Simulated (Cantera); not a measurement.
Feed: 1 mol Si, 1.2 mol Cl₂, 0.61 mol N₂, equilibrated at 375 °C and 1.00 bar.

These are equilibrium values from Cantera (NASA tables, ideal gas, pure condensed phases), not measurements of a reactor. Candidate condensed phases: Si, Si₃N₄; 13 gas species. N₂ is the only nitrogen source here; it is nearly inert below about 1500 K, so the nitride shown seldom forms there in practice. Rates play no part.

Problem. What is the equilibrium state?

Solution. 
- x(SiCl₄): 0.636
- x(N₂): 0.364
- n(Si₃N₄(s)): 0.133 mol
- gas amount: 0.9433 mol
- log10 activity of Si(s) (absent): -13.97
